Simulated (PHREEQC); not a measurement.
Consider water at 25 °C with 0.0015 mol/kgw Na2CO3 and 0.0003 mol/kgw HBF4. Closed to the air; pH follows from the charge balance.

The numbers come from PHREEQC with the ion-association model, wateq4f.dat.

No solid was allowed to form.

Problem. Order these C species by the share of C that they hold, largest first: NaCO3-, NaHCO3, CO3-2, HCO3-, CO2.

Solution. HCO3- (91 %), CO3-2 (8.5 %), NaCO3- (0.37 %), NaHCO3 (0.14 %), CO2 (0.12 %)

The pH is 9.22 and the ionic strength 0.00312 mol/kgw. Complexes and solids missing from the database can't appear. Real BF4- forms and hydrolyses slowly; the run takes it at equilibrium.
